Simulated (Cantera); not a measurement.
What does this Cantera script print?

```python
import numpy as np
import cantera as ct

gas = ct.Solution("gri30.yaml")
gas.TPX = 1273, 13000, {'H2': 0.96, 'O2': 1, 'N2': 12}
reactor = ct.IdealGasConstPressureReactor(gas, energy="off", clone=False)
net = ct.ReactorNet([reactor])
net.rtol, net.atol = 1e-08, 1e-18
show = ['H2', 'O2', 'NO', 'H', 'H2O', 'O', 'N2O']
times = np.geomspace(0.0008, 100, 15)

steps = ct.SolutionArray(gas, extra=["t"])
rows = []
print(f"{'t/s':>10s}{'T/K':>9s}{'P/Pa':>11s}" + "".join(f"{s:>11s}" for s in show))
for t in times:
    while net.time < t:
        t_next = net.step()
        steps.append(gas.state, t=t_next)
    rows.append([np.interp(t, steps.t, y) for y in (steps.T, steps.P, *steps(*show).X.T)])
    print(f"{t:10.3e}{rows[-1][0]:9.1f}{rows[-1][1]:11.4g}" + "".join(f"{x:11.3e}" for x in rows[-1][2:]))
rate = np.gradient(steps.T, steps.t)
print("integrator steps:", len(steps.t))
if steps.T.max() > steps.T[0] + 200:
    print(f"time of steepest temperature rise: {steps.t[rate.argmax()]:.4e} s")
gas.TPX = 1273, 13000, {'H2': 0.96, 'O2': 1, 'N2': 12}
gas.equilibrate("TP")
print(f"equilibrium (TP): T = {gas.T:.1f} K  " + "  ".join(f"{s} {gas[s].X[0]:.3e}" for s in show))
```

Result:

```
       t/s      T/K       P/Pa         H2         O2         NO          H        H2O          O        N2O
 8.000e-04   1273.0    1.3e+04  7.360e-03  4.226e-02  1.117e-06  2.868e-02  4.598e-02  1.060e-02  1.138e-08
 1.850e-03   1273.0    1.3e+04  5.283e-03  4.055e-02  5.743e-06  1.745e-02  5.465e-02  7.378e-03  1.715e-08
 4.278e-03   1273.0    1.3e+04  2.946e-03  3.913e-02  8.835e-06  6.129e-03  6.380e-02  3.427e-03  2.269e-08
 9.892e-03   1273.0    1.3e+04  8.908e-04  3.848e-02  9.605e-06  9.112e-04  6.930e-02  9.351e-04  3.574e-08
 2.287e-02   1273.0    1.3e+04  1.540e-04  3.848e-02  9.664e-06  6.229e-05  7.083e-02  1.563e-04  5.393e-08
 5.290e-02   1273.0    1.3e+04  2.537e-05  3.853e-02  9.659e-06  4.213e-06  7.111e-02  2.594e-05  6.633e-08
 1.223e-01   1273.0    1.3e+04  5.546e-06  3.855e-02  9.655e-06  4.466e-07  7.117e-02  5.826e-06  7.247e-08
 2.828e-01   1273.0    1.3e+04  1.584e-06  3.856e-02  9.657e-06  7.036e-08  7.120e-02  1.704e-06  7.459e-08
 6.540e-01   1273.0    1.3e+04  5.404e-07  3.856e-02  9.661e-06  1.433e-08  7.120e-02  5.910e-07  7.246e-08
 1.512e+00   1273.0    1.3e+04  2.096e-07  3.857e-02  9.663e-06  3.511e-09  7.121e-02  2.313e-07  6.360e-08
 3.497e+00   1273.0    1.3e+04  9.531e-08  3.857e-02  9.662e-06  1.085e-09  7.121e-02  1.053e-07  4.509e-08
 8.087e+00   1273.0    1.3e+04  5.981e-08  3.857e-02  9.659e-06  5.408e-10  7.121e-02  6.568e-08  2.058e-08
 1.870e+01   1273.0    1.3e+04  5.403e-08  3.857e-02  9.658e-06  4.643e-10  7.121e-02  5.915e-08  5.858e-09
 4.324e+01   1273.0    1.3e+04  5.386e-08  3.857e-02  9.658e-06  4.621e-10  7.121e-02  5.896e-08  3.911e-09
 1.000e+02   1273.0    1.3e+04  5.386e-08  3.857e-02  9.658e-06  4.621e-10  7.121e-02  5.896e-08  3.898e-09
integrator steps: 1994
equilibrium (TP): T = 1273.0 K  H2 5.391e-08  O2 3.850e-02  NO 1.513e-04  H 4.623e-10  H2O 7.121e-02  O 5.891e-08  N2O 3.898e-09
```

Computed with Cantera and GRI-Mech 3.0 (53 species, 325 reactions). The temperature is held fixed by assumption; the heat of reaction is taken as removed at once.
